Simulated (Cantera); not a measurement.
What does this Cantera script print?

```python
import numpy as np
import cantera as ct

gas_names = """
    B BH BH2 BH3 BN BO BO2 B2 B2O B2O2 B2O3 B3O3H3 H HBO HBO2 HNO HNO2 HNO3 HO2 H2 H2O H2O2 H3B3O6 N NH
    NH2 NH3 NH2OH NO NO2 NO3 N2 N2H2 N2H4 N2O O OH O2 O3
""".split()
cond_names = """
    B(b) B(L) BN(s) B2O3(L) B3O3H3(cr) H2O(s) H2O(L)
""".split()


# ... load() reads the species with a 1 bar reference pressure and builds the phases ...
atoms = {
    'B2H6': {'B': 2, 'H': 6},
    'NH3': {'N': 1, 'H': 3},
    'N2': {'N': 2},
    'O2': {'O': 2},
}
top_T = {'BN(s)': 3200}  # K; cautious upper limits of use, not melting points


# ... equilibrate(T, P, feed) seeds the gas with the atoms and calls Mixture.equilibrate('TP', solver="vcs", rtol=1e-11, max_steps=5000) ...
results = []
T = 1073  # K
P = 5800  # Pa
for m in [0.37, 0.45, 0.55, 0.67, 0.81, 0.98, 1.2, 1.4, 1.8, 2.1, 2.6, 3.1]:
    feed = {'B2H6': 1, 'NH3': 5, 'N2': 75, 'O2': m}  # mol
    mix = equilibrate(T, P, feed)
    results.append((T, P, feed, dict(zip(mix.species_names, mix.species_moles))))

top = {s: max(r[3][s] / sum(r[3][g] for g in gas_names) for r in results) for s in gas_names}
cols = sorted((s for s in top if top[s] > 0.0001), key=lambda s: -top[s])[:6]
seen = [c for c in cond_names if any(r[3].get(c, 0) > 1e-12 for r in results)]
print("log10 of partial pressures in bar; condensed amounts in mol")
print(f"{'n(O2)':>10s}" + "".join(f"{s[:9]:>10s}" for s in cols + seen))
for T, P, feed, n in results:
    ng = sum(n[g] for g in gas_names)
    print(f"{feed['O2']:10.4g}" + "".join(f"{np.log10(max(n[s] / ng * P / 1e5, 1e-99)):10.3f}" for s in cols)
          + "".join(f"{n.get(c, 0):10.4g}" for c in seen))
```

It prints:

```
log10 of partial pressures in bar; condensed amounts in mol
     n(O2)        N2        H2       H2O     BN(s)   B2O3(L)
      0.37    -1.292    -2.158    -4.614     1.531    0.2339
      0.45    -1.292    -2.158    -4.614     1.425    0.2873
      0.55    -1.292    -2.158    -4.615     1.291    0.3539
      0.67    -1.292    -2.159    -4.615     1.131    0.4339
      0.81    -1.292    -2.159    -4.616    0.9447    0.5273
      0.98    -1.292    -2.160    -4.616     0.718    0.6406
       1.2    -1.292    -2.160    -4.617    0.4247    0.7873
       1.4    -1.292    -2.161    -4.617     0.158    0.9206
       1.8    -1.292    -2.185    -3.404         0     0.998
       2.1    -1.292    -2.213    -3.103         0    0.9967
       2.6    -1.292    -2.262    -2.840         0    0.9944
       3.1    -1.292    -2.318    -2.677         0    0.9919
```

Equilibrium computed with Cantera from the NASA thermochemical tables; the gas is ideal and each condensed phase is pure. The feed counts by its element totals alone. Mutual solubility and eutectic melting of coexisting phases are not modelled. Gases not in the tables: H3BO3.
